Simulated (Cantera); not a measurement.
## Premixed flame

A freely propagating, adiabatic, planar premixed flame of CO : H₂ : CH₄ : O₂ : N₂ = 1 : 1.3 : 0.6 : 1.68 : 5.87 (molar parts), equivalence ratio 1.4, unburnt at 525 K and 5.00 bar; mixture-averaged transport, grid criteria slope 0.08 and curve 0.16, no radiation.

Model: GRI-Mech 3.0 (53 species, 325 reactions), integrated in Cantera. Burning velocities carry a grid error of a few per cent, more on coarse grids.

| z (mm) | T (K) | u (m/s) | x CO | x H₂ | x CH₄ | x O | x H | x CH₃ |
|---|---|---|---|---|---|---|---|---|
| -0.180 | 525 | 1.54 | 0.0958 | 0.124 | 0.0575 | <1e-8 | <1e-8 | <1e-8 |
| -0.120 | 527 | 1.54 | 0.0961 | 0.121 | 0.0576 | <1e-8 | <1e-8 | <1e-8 |
| -0.0899 | 533 | 1.55 | 0.0965 | 0.117 | 0.0578 | <1e-8 | <1e-8 | 5.57e-8 |
| -0.0599 | 583 | 1.68 | 0.0975 | 0.107 | 0.0572 | 1.58e-7 | 7.86e-8 | 1.22e-6 |
| -0.0300 | 973 | 2.78 | 0.102 | 0.0854 | 0.0462 | 2.76e-5 | 0.000183 | 0.000187 |
| -0.0150 | 1411 | 4.04 | 0.108 | 0.0727 | 0.0293 | 0.000238 | 0.00137 | 0.00127 |
| 0 | 1825 | 5.24 | 0.115 | 0.0600 | 0.0101 | 0.000859 | 0.00505 | 0.00227 |
| 0.0150 | 2046 | 5.87 | 0.113 | 0.0493 | 0.00168 | 0.00158 | 0.00970 | 0.000885 |
| 0.0300 | 2131 | 6.09 | 0.105 | 0.0438 | 0.000187 | 0.00187 | 0.0122 | 0.000144 |
| 0.0599 | 2203 | 6.25 | 0.0944 | 0.0426 | 2.35e-6 | 0.00159 | 0.0121 | 2.38e-6 |
| 0.120 | 2271 | 6.41 | 0.0893 | 0.0435 | <1e-8 | 0.000971 | 0.00942 | <1e-8 |
| 0.240 | 2329 | 6.55 | 0.0886 | 0.0434 | <1e-8 | 0.000465 | 0.00623 | <1e-8 |
| 0.479 | 2370 | 6.65 | 0.0887 | 0.0432 | <1e-8 | 0.000184 | 0.00377 | <1e-8 |
x: mole fraction of selected species; z is measured from the peak of heat release.

```yaml
laminar_burning_velocity: 154 cm/s
thermal_thickness: 0.0599 mm
peak x(O): 0.00187
peak x(H): 0.0126
peak x(CH₃): 0.00231
grid_points: 150
```
